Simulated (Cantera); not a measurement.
## Silicon carbide growth: Si(CH3)4 + HCl + H2

A closed system holds: 1 mol Si(CH3)4, 0.33 mol HCl, 210 mol H2, equilibrated at 1198 K and 1.33 mbar.

Method: chemical equilibrium by Gibbs-energy minimisation in Cantera with the NASA 1993 tables (ideal gas, pure condensed phases). Candidate condensed phases: C, C6H6, C7H8, C8H18, Si, SiC; 109 gas species. Kinetics and transport are ignored.

```
Property                              Value
--------------------------------  ---------
x(H2)                                 0.998
x(HCl)                              0.00153
x(CH4)                              2.13e-5
x(H)                                5.20e-6
n(C(graphite))                     3.00 mol
n(SiC(s))                         1.000 mol
gas amount                        216.3 mol
log10 activity of Si(s) (absent)      -2.78
```
